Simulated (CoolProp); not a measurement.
Tetradecamethylhexasiloxane (MD4M) at several states: fugacity coefficient from the reference equation and from simpler models built on Tc = 653.2 K, pc = 0.8286 MPa, ω = 0.800; each cubic takes its own stable root.

The numbers come from the reference Helmholtz-energy equation of state, Thol 2019 in CoolProp.

```tsv
T (K)	p (MPa)	phase	reference
547.4	4.72	liquid	0.05223
390.6	0.145	liquid	0.005706
413.9	0.884	liquid	0.003241
546.2	1.82	liquid	0.08430
507.9	3.04	liquid	0.02779
488.4	0.147	liquid	0.2226
```

Question: How far does each simpler model (van der Waals, Redlich-Kwong) lie from the reference over these 6 states: mean and median of the absolute difference, and the worst?

Answer: 
- van der Waals: mean 2164.7 %, median 386.2 %, worst +7917.9 % at 390.6 K and 0.145 MPa
- Redlich-Kwong: mean 601.1 %, median 216.3 %, worst +1880.4 % at 390.6 K and 0.145 MPa

At some of these states van der Waals gives the other phase, because its saturation line lies elsewhere.
